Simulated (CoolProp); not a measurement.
The numbers come from the reference Helmholtz-energy equation of state, Gedanitz 2015 in CoolProp.

**Question.** For cyclopentane, give the phase and the density (kg/m³), isothermal compressibility (1/MPa), conductivity (mW/(m K)) at 294.6 K and 1.01 bar.

**Answer.** 
- 294.6 K and 1.01 bar: liquid; density 744, isothermal compressibility 0.00128, conductivity 128

Thermal conductivity comes from a separate model (Vassiliou 2015).
